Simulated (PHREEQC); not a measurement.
Dissolve 0.0034 mol HF, 7.8e-05 mol NH4F, 7e-05 mol H2SiF6 and 0.0002 mol H2SO4 per kg of water at 70 °C. Closed to the air; pH follows from the charge balance.

All values are PHREEQC results (ion-association model, phreeqc.dat), not measurements.

Each row changes one thing in this solution. Precipitation was switched off in this run.

```
case                                     pH  ionic strength (mol/kgw)  HF (mol/kgw)  F- (mol/kgw)  SO4-2 (mol/kgw)  HSO4- (mol/kgw)
-------------------------------------  ----  ------------------------  ------------  ------------  ---------------  ---------------
as made                                2.97                   0.00135       0.00304      0.000826         0.000156          4.39e-5
H2SiF6 left out                        2.99                   0.00129       0.00269      0.000770         0.000158          4.22e-5
0.00059 mol/kgw NaCl added             2.97                   0.00195       0.00304      0.000832         0.000156          4.30e-5
temperature from 70 to 35 °C           2.85                   0.00176       0.00252       0.00105         0.000174          2.58e-5
NH4F from 7.8e-05 to 0.000117 mol/kgw  2.98                   0.00137       0.00306      0.000846         0.000157          4.33e-5
HF from 0.0034 to 0.0068 mol/kgw       2.84                   0.00178       0.00592       0.00119         0.000145          5.47e-5
```

At this temperature some constants are extrapolated from 25 °C, and those without enthalpy data are left unchanged. SiF6-2 is the database's only silicon fluoride.
